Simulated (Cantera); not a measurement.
An isothermal, constant-pressure homogeneous reactor starts with 2.43 % CO, 0.204 % O2, 0.0613 % H2O, 97.3 % N2, at 1400 K and 7.10 bar.

Model: GRI-Mech 3.0 (53 species, 325 reactions), integrated in Cantera.

One state of this run: x CO = 0.0199; x O2 = <1e-12; x H2O = 0.000202; x NO = 2.08e-8; x H2O2 = <1e-12; x OH = 3.65e-10. x: mole fraction; the columns are a selection and need not sum to one.

Task: Which value of t (s) does it belong to?
(A) 2.71
(B) 0.000400
(C) 0.00199
(D) 30.0

Result: D, 30.0
